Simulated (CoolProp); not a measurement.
The numbers come from the reference Helmholtz-energy equation of state, Lemmon 2006 in CoolProp. It is a short technical equation, of lower accuracy than the large ones.

Give the vapour pressure (MPa), liquid density (kg/m³), surface tension (mN/m), liquid viscosity (µPa s) of saturated toluene at 88.65, 167.45, 197.05 °C.


```csv
T (°C),p (MPa),liquid density (kg/m³),surface tension (mN/m),liquid viscosity (µPa s)
88.65,0.0520,801,20.4,295
167.45,0.402,717,11.8,169
197.05,0.712,680,8.94,141
```

Viscosity comes from a separate model (Avgeri 2015). Surface tension comes from a separate correlation (Mulero 2012).
